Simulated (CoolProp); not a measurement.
c-C4F8 (RC318) along the isotherm 438.8 K: Z from the reference equation and from simpler models built on Tc = 388.4 K, pc = 2778 kPa, ω = 0.355; each cubic takes its own stable root.

Values from CoolProp's reference Helmholtz-energy equation of state, Platzer 1990. This equation is an older, rougher fit; its heat capacities, sound speeds and derivatives of the liquid may be far off and weren't checked against measurements.

| p (kPa) | phase | reference |
|---|---|---|
| 13.2 | gas | 0.9990 |
| 22.2 | gas | 0.9983 |
| 37.5 | gas | 0.9971 |
| 63.3 | gas | 0.9951 |
| 107 | gas | 0.9917 |
| 180 | gas | 0.9861 |
| 304 | gas | 0.9763 |
| 514 | gas | 0.9596 |
| 867 | gas | 0.9307 |
| 1460 | gas | 0.8799 |
| 2470 | gas | 0.7860 |
| 4170 | supercritical | 0.6095 |

Problem. How far does each simpler model (van der Waals, Redlich-Kwong, Peng-Robinson) lie from the reference over these 12 states: mean and median of the absolute difference, and the worst?

Solution. 
- van der Waals: mean 1.7 %, median 0.1 %, worst -16.3 % at 438.8 K and 4170 kPa
- Redlich-Kwong: mean 1.3 %, median 0.2 %, worst -8.7 % at 438.8 K and 4170 kPa
- Peng-Robinson: mean 0.7 %, median 0.3 %, worst -2.6 % at 438.8 K and 2470 kPa
